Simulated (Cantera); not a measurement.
A Cantera script and what it prints.

```python
import numpy as np
import cantera as ct

gas_names = """
    H HO2 H2 H2O H2O2 H2S H2SO4 O OH O2 O3 S SH SO SO2 SO3 S2 S2O S8
""".split()
cond_names = """
    H2O(s) H2O(L) H2SO4(L) S(cr1) S(cr2) S(L)
""".split()


# ... load() reads the species with a 1 bar reference pressure and builds the phases ...
atoms = {
    'H2S': {'H': 2, 'S': 1},
    'H2': {'H': 2},
    'O2': {'O': 2},
}
top_T = {}  # K; cautious upper limits of use, not melting points


# ... equilibrate(T, P, feed) seeds the gas with the atoms and calls Mixture.equilibrate('TP', solver="vcs", rtol=1e-11, max_steps=5000) ...
results = []
feed = {'H2S': 1, 'H2': 0.17, 'O2': 0.27}  # mol
P = 100000  # Pa
for T in [1900, 2050, 2200, 2350, 2500, 2650, 2800, 2950]:
    mix = equilibrate(T, P, feed)
    results.append((T, P, feed, dict(zip(mix.species_names, mix.species_moles))))

top = {s: max(r[3][s] / sum(r[3][g] for g in gas_names) for r in results) for s in gas_names}
cols = sorted((s for s in top if top[s] > 1e-05), key=lambda s: -top[s])[:5]
seen = [c for c in cond_names if any(r[3].get(c, 0) > 1e-12 for r in results)]
print("log10 of partial pressures in bar; condensed amounts in mol")
print(f"{'T/K':>10s}" + "".join(f"{s[:9]:>10s}" for s in cols + seen))
for T, P, feed, n in results:
    ng = sum(n[g] for g in gas_names)
    print(f"{T:10.4g}" + "".join(f"{np.log10(max(n[s] / ng * P / 1e5, 1e-99)):10.3f}" for s in cols)
          + "".join(f"{n.get(c, 0):10.4g}" for c in seen))
```

Output:

```
log10 of partial pressures in bar; condensed amounts in mol
       T/K        H2       H2O        S2       H2S        SO
      1900    -0.520    -0.510    -0.623    -0.936    -2.300
      2050    -0.475    -0.540    -0.623    -1.073    -1.989
      2200    -0.442    -0.577    -0.636    -1.204    -1.732
      2350    -0.419    -0.621    -0.662    -1.330    -1.521
      2500    -0.403    -0.674    -0.700    -1.454    -1.351
      2650    -0.397    -0.734    -0.752    -1.581    -1.216
      2800    -0.401    -0.804    -0.821    -1.715    -1.114
      2950    -0.417    -0.885    -0.910    -1.861    -1.041
```

Method: chemical equilibrium by Gibbs-energy minimisation in Cantera with the NASA 1993 tables (ideal gas, pure condensed phases).
